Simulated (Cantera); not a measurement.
## Adiabatic ignition

An adiabatic, constant-volume homogeneous reactor starts with C2H4 : O2 : N2 : H2O : H2 = 1 : 4.17 : 15.7 : 5.3 : 0.038 (molar parts), equivalence ratio 0.72, at 1150 K and 0.493 atm.

Model: GRI-Mech 3.0 (53 species, 325 reactions), integrated in Cantera. GRI-Mech 3.0 was tuned for natural gas; its chemistry of ethylene as a main component is partial and can be far from experiment.

```
t (s)     T (K)  P (bar)  x C2H4    x O2  x H2O     x CH3       x O     x HO2
--------  -----  -------  ------  ------  -----  --------  --------  --------
2.00e-6    1150    0.500  0.0382   0.159  0.202    <1e-12    <1e-12  1.06e-11
1.03e-5    1150    0.500  0.0382   0.159  0.202  1.64e-11  3.65e-12  8.57e-11
5.28e-5    1150    0.500  0.0382   0.159  0.202  3.95e-10  1.64e-11   1.19e-9
0.000271   1150    0.500  0.0382   0.159  0.202   1.06e-8  1.37e-10   3.03e-8
0.00139    2401     1.06  <1e-12  0.0481  0.258    <1e-12   0.00363   6.69e-6
0.00717    2464     1.09  <1e-12  0.0454  0.263    <1e-12   0.00249   6.81e-6
0.0368     2456     1.08  <1e-12  0.0430  0.263    <1e-12   0.00233   6.40e-6
0.189      2454     1.08  <1e-12  0.0425  0.263    <1e-12   0.00230   6.32e-6
0.973      2454     1.08  <1e-12  0.0425  0.263    <1e-12   0.00230   6.32e-6
5.00       2454     1.08  <1e-12  0.0425  0.263    <1e-12   0.00230   6.32e-6
```
x: mole fraction; the columns are a selection and need not sum to one.

- time of steepest temperature rise: 1.19 ms
- temperature at 5.00 s: 2454 K
- equilibrium temperature: 2454 K
- x(C2H4) at 5.00 s: <1e-12 (gas-phase equilibrium <1e-12)
- x(O2) at 5.00 s: 0.0425 (gas-phase equilibrium 0.0425)
- x(H2O) at 5.00 s: 0.263 (gas-phase equilibrium 0.263)
